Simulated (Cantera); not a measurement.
Input (Python, Cantera):

```python
import numpy as np
import cantera as ct

gas = ct.Solution("gri30.yaml")
gas.TPX = 1248, 100000, {'N2O': 1, 'N2': 0.79}
reactor = ct.IdealGasConstPressureReactor(gas, energy="off", clone=False)
net = ct.ReactorNet([reactor])
net.rtol, net.atol = 1e-08, 1e-18
show = ['N2O', 'O', 'O2', 'N2', 'NO', 'NO2']
times = np.geomspace(0.0001, 1, 9)

steps = ct.SolutionArray(gas, extra=["t"])
rows = []
print(f"{'t/s':>10s}{'T/K':>9s}{'P/Pa':>11s}" + "".join(f"{s:>11s}" for s in show))
for t in times:
    while net.time < t:
        t_next = net.step()
        steps.append(gas.state, t=t_next)
    rows.append([np.interp(t, steps.t, y) for y in (steps.T, steps.P, *steps(*show).X.T)])
    print(f"{t:10.3e}{rows[-1][0]:9.1f}{rows[-1][1]:11.4g}" + "".join(f"{x:11.3e}" for x in rows[-1][2:]))
rate = np.gradient(steps.T, steps.t)
print("integrator steps:", len(steps.t))
if steps.T.max() > steps.T[0] + 200:
    print(f"time of steepest temperature rise: {steps.t[rate.argmax()]:.4e} s")
gas.TPX = 1248, 100000, {'N2O': 1, 'N2': 0.79}
gas.equilibrate("TP")
print(f"equilibrium (TP): T = {gas.T:.1f} K  " + "  ".join(f"{s} {gas[s].X[0]:.3e}" for s in show))
```

It prints:

```
       t/s      T/K       P/Pa        N2O          O         O2         N2         NO        NO2
 1.000e-04   1248.0      1e+05  5.586e-01  3.539e-06  3.103e-05  4.414e-01  8.873e-06  6.029e-10
 3.162e-04   1248.0      1e+05  5.583e-01  3.539e-06  1.048e-04  4.415e-01  2.996e-05  6.811e-09
 1.000e-03   1248.0      1e+05  5.577e-01  3.538e-06  3.377e-04  4.419e-01  9.652e-05  6.857e-08
 3.162e-03   1248.0      1e+05  5.555e-01  3.534e-06  1.072e-03  4.431e-01  3.059e-04  6.241e-07
 1.000e-02   1248.0      1e+05  5.488e-01  3.520e-06  3.367e-03  4.469e-01  9.576e-04  4.654e-06
 3.162e-02   1248.0      1e+05  5.283e-01  3.466e-06  1.037e-02  4.584e-01  2.931e-03  2.353e-05
 1.000e-01   1248.0      1e+05  4.702e-01  3.295e-06  3.029e-02  4.910e-01  8.429e-03  8.022e-05
 3.162e-01   1248.0      1e+05  3.357e-01  2.814e-06  7.672e-02  5.669e-01  2.047e-02  2.051e-04
 1.000e+00   1248.0      1e+05  1.414e-01  1.729e-06  1.453e-01  6.780e-01  3.498e-02  3.576e-04
integrator steps: 709
equilibrium (TP): T = 1248.0 K  N2O 1.926e-08  O 3.130e-08  O2 2.182e-01  N2 7.815e-01  NO 2.840e-04  NO2 3.905e-06
```

Computed with Cantera and GRI-Mech 3.0 (53 species, 325 reactions). GRI-Mech 3.0 was tuned for natural gas; its chemistry of N2O as a main component is partial and can be far from experiment. The mechanism lacks the step 2 NO + O2 → 2 NO2, which can matter for NO2 below about 1400 K. The temperature is held fixed by assumption; the heat of reaction is taken as removed at once.
